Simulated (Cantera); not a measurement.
Input: 1 mol SiCl4, 0.077 mol Cl2, 49 mol N2, held at 800 °C and 0.130 bar.

Equilibrium computed with Cantera from the NASA thermochemical tables; the gas is ideal and each condensed phase is pure. Candidate condensed phases: Si, Si3N4; 13 gas species. The numbers say what is thermodynamically allowed, not how fast it happens.

Q: What is the equilibrium state?

A: 
```json
{
 "x(N2)": "0.978",
 "x(SiCl4)": "0.0200",
 "x(Cl2)": "0.00148",
 "x(Cl)": "0.000115",
 "gas_amount": "50.08 mol",
 "log10 activity of Si(s) (absent)": "-20.54"
}
```
